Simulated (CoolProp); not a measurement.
Properties of ethanol at several states.

The numbers come from the reference Helmholtz-energy equation of state, Schroeder 2014 in CoolProp.

```tsv
T (°C)	p (MPa)	phase	cp (kJ/(kg K))	expansivity (1/kK)	viscosity (µPa s)	conductivity (mW/(m K))
151.05	0.913	gas	2.397	4.352	12.6	31.0
83.75	0.0407	gas	…	2.971	10.6	21.1
233.65	2.55	gas	…	4.038	15.4	45.1
188.15	8.08	liquid	4.112	…	121	141
69.05	1.89	liquid	2.827	1.259	…	157
-27.35	0.0644	liquid	…	…	…	176
```

Q: Fill in the missing entries.

A: 
- 83.75, cp (kJ/(kg K)): 1.659
- 233.65, cp (kJ/(kg K)): 2.771
- 188.15, expansivity (1/kK): 2.978
- 69.05, viscosity (µPa s): 514
- -27.35, cp (kJ/(kg K)): 2.104
- -27.35, expansivity (1/kK): 1.028
- -27.35, viscosity (µPa s): 3520

Viscosity comes from a separate model (Kiselev 2005). Thermal conductivity comes from a separate model (Assael 2013).
